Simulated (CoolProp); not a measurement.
Vapour-liquid equilibrium of acetone (1) + n-hexane (2) at 425 kPa; x and y are mole fractions of (1).

Computed with CoolProp (multi-fluid Helmholtz-energy mixture model, Lemmon 2006 and Thol 2019; pair parameters Bell 2016).

```tsv
x	bubble temperature (K)	y at the bubble point	dew temperature at overall composition x (K)	liquid density (mol/L)
0.05	___	___	393.9	6.648
0.2	379.2	0.406	387.8	___
0.35	375.0	0.518	___	7.794
0.5	373.2	0.590	375.6	8.468
0.65	372.6	0.657	372.6	9.276
0.8	373.2	___	___	10.25
0.95	376.3	0.910	377.2	___
```

Question: Fill in the missing entries.

Answer: 
- 0.05, bubble temperature (K): 389.5
- 0.05, y at the bubble point: 0.159
- 0.2, liquid density (mol/L): 7.211
- 0.35, dew temperature at overall composition x (K): 381.5
- 0.8, y at the bubble point: 0.746
- 0.8, dew temperature at overall composition x (K): 374.0
- 0.95, liquid density (mol/L): 11.41

y crosses x between x = 0.65 and 0.8: the model has an azeotrope there.

The pair parameters rest on a limited set of measurements; away from them the model extrapolates.
